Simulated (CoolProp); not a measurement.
Vapour-liquid equilibrium of R22 (1) + methanol (2) at -23.05 °C; x and y are mole fractions of (1).

Values from CoolProp's multi-fluid Helmholtz-energy mixture model, Kamei 1995 and de Reuck 1993; pair parameters Bell 2016.

Question: Give the bubble pressure and the first vapour's composition at x = 0.35, 0.5, 0.65. Is there an azeotrope?

Answer: x = 0.35: 0.1055 MPa, y = 0.994; x = 0.5: 0.1343 MPa, y = 0.996; x = 0.65: 0.1581 MPa, y = 0.997. No azeotrope shows between x = 0.05 and 0.95.

The pair parameters rest on a limited set of measurements; away from them the model extrapolates. With so large a gap from Raoult's law the liquid may split in two, which this calculation doesn't test in full.
